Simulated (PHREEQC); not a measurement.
Consider water at 83 °C with 0.0025 mol H2SO4, 0.018 mol FeSO4 and 0.036 mol MgSO4 per kg of water. Closed to the air; pH follows from the charge balance.

Model: Pitzer model, pitzer.dat, run in PHREEQC.

| quantity | before | after |
|---|---|---|
| pH | 3.18 | 4.19 |
| SO4-2 (mol/kgw) | 0.0525 | 0.0539 |
| MgOH+ (mol/kgw) | 1.66e-9 | 1.69e-8 |
| SI of Hexahydrite (MgSO4:6H2O) | -2.53 | -2.52 |
| SI of Kieserite (MgSO4:H2O) | -2.67 | -2.67 |

### Question
What was changed between the two runs?
A. FeSO4 from 0.018 to 0.0018 mol/kgw
B. H2SO4 from 0.0025 to 0.00025 mol/kgw
C. H2SO4 from 0.0025 to 0.005 mol/kgw

### Answer
B, H2SO4 from 0.0025 to 0.00025 mol/kgw

No solid was allowed to form. At this temperature some constants are extrapolated from 25 °C, and those without enthalpy data are left unchanged.
